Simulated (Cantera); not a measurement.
Input (Python, Cantera) and output of one run.

```python
import numpy as np
import cantera as ct

gas_names = """
    CL CL2 H HCL H2 Si SiCL SiCL2 SiCL3 SiCL4 SiH SiHCL3 SiH2 SiH2CL2 SiH3 SiH3CL SiH4 Si2 Si3
""".split()
cond_names = """
    Si(cr) Si(L)
""".split()


# ... load() reads the species with a 1 bar reference pressure and builds the phases ...
atoms = {
    'Si2H6': {'Si': 2, 'H': 6},
    'HCl': {'H': 1, 'CL': 1},
    'H2': {'H': 2},
}
top_T = {}  # K; cautious upper limits of use, not melting points


# ... equilibrate(T, P, feed) seeds the gas with the atoms and calls Mixture.equilibrate('TP', solver="vcs", rtol=1e-11, max_steps=5000) ...
results = []
feed = {'Si2H6': 1, 'HCl': 0.14, 'H2': 13}  # mol
P = 7100  # Pa
for T in [825, 925, 1025, 1125, 1225, 1325, 1425, 1525, 1625]:
    mix = equilibrate(T, P, feed)
    results.append((T, P, feed, dict(zip(mix.species_names, mix.species_moles))))

top = {s: max(r[3][s] / sum(r[3][g] for g in gas_names) for r in results) for s in gas_names}
cols = sorted((s for s in top if top[s] > 1e-06), key=lambda s: -top[s])[:5]
seen = [c for c in cond_names if any(r[3].get(c, 0) > 1e-12 for r in results)]
print("log10 of partial pressures in bar; condensed amounts in mol")
print(f"{'T/K':>10s}" + "".join(f"{s[:9]:>10s}" for s in cols + seen))
for T, P, feed, n in results:
    ng = sum(n[g] for g in gas_names)
    print(f"{T:10.4g}" + "".join(f"{np.log10(max(n[s] / ng * P / 1e5, 1e-99)):10.3f}" for s in cols)
          + "".join(f"{n.get(c, 0):10.4g}" for c in seen))
```

Output:

```
log10 of partial pressures in bar; condensed amounts in mol
       T/K        H2       HCL    SiHCL3     SiCL4         H    Si(cr)
       825    -1.150    -4.061    -4.131    -4.133   -11.676     1.965
       925    -1.151    -3.618    -4.276    -4.303   -10.160     1.975
      1025    -1.152    -3.343    -4.634    -4.760    -8.937     1.988
      1125    -1.152    -3.247    -5.312    -5.646    -7.928     1.996
      1225    -1.152    -3.232    -6.074    -6.648    -7.083     1.997
      1325    -1.152    -3.231    -6.753    -7.541    -6.363     1.997
      1425    -1.152    -3.232    -7.342    -8.315    -5.742     1.997
      1525    -1.152    -3.234    -7.853    -8.987    -5.202     1.996
      1625    -1.153    -3.235    -8.300    -9.576    -4.728     1.996
```

Equilibrium computed with Cantera from the NASA thermochemical tables; the gas is ideal and each condensed phase is pure. The feed counts by its element totals alone. The tables' values for SiCl3 are old estimates; treat these amounts as uncertain.
